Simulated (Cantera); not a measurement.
N2O furnace oxynitridation

An isothermal, constant-pressure homogeneous reactor starts with 30.2 % N2O, 0.362 % H2, 69.4 % N2, at 1400 K and 1.80 bar.

Detailed kinetics in Cantera: GRI-Mech 3.0 (53 species, 325 reactions). GRI-Mech 3.0 was tuned for natural gas; its chemistry of N2O as a main component is partial and can be far from experiment. The temperature is held fixed by assumption; the heat of reaction is taken as removed at once.

```
t (s)       x N2O      x H2    x HO2      x O    x H2O2   x N2      x NO
--------  -------  --------  -------  -------  --------  -----  --------
0.000400    0.295  0.000602  5.45e-6  2.11e-5   5.04e-8  0.699  0.000591
0.00189     0.282   1.05e-5  1.66e-6  2.15e-5   1.19e-8  0.706   0.00255
0.00894     0.230   1.16e-7  5.83e-7  1.92e-5   1.00e-8  0.731    0.0103
0.0423      0.103   7.00e-8  2.11e-7  1.21e-5   6.58e-9  0.795    0.0269
0.200     0.00749   1.27e-8  5.32e-8  1.78e-6   1.08e-9  0.846    0.0339
0.946     7.55e-7   3.19e-9  1.17e-8  2.38e-7  1.59e-10  0.850    0.0340
4.47      4.10e-7   3.19e-9  1.16e-8  2.38e-7  1.59e-10  0.850    0.0340
21.1      4.07e-7   3.18e-9  1.17e-8  2.38e-7  1.59e-10  0.850    0.0338
100       3.91e-7   3.18e-9  1.17e-8  2.39e-7  1.59e-10  0.851    0.0331
```
x: mole fraction; the columns are a selection and need not sum to one.

Equilibrium at this temperature and pressure: N2O 5.36e-8, H2 2.97e-9, HO2 1.29e-8, O 2.55e-7, H2O2 1.70e-10, N2 0.867, NO 0.000600 (gas phase only).
